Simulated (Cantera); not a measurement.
# Metals in furnace atmospheres: Al + CO2 + N2

A closed system holds: 1 mol Al, 0.02 mol CO2, 120 mol N2, at 352 °C and 1000 Pa.

Method: chemical equilibrium by Gibbs-energy minimisation in Cantera with the NASA 1993 tables (ideal gas, pure condensed phases). Candidate condensed phases: Al, AlN, Al2O3, C; 32 gas species. Rates play no part.

```
Quantity                               Value
--------------------------------  ----------
x(N2)                                   1.00
n(AlN(s))                          0.973 mol
n(Al2O3(s))                       0.0133 mol
n(C(graphite))                    0.0200 mol
gas amount                         119.5 mol
log10 activity of Al(s) (absent)      -20.09
```
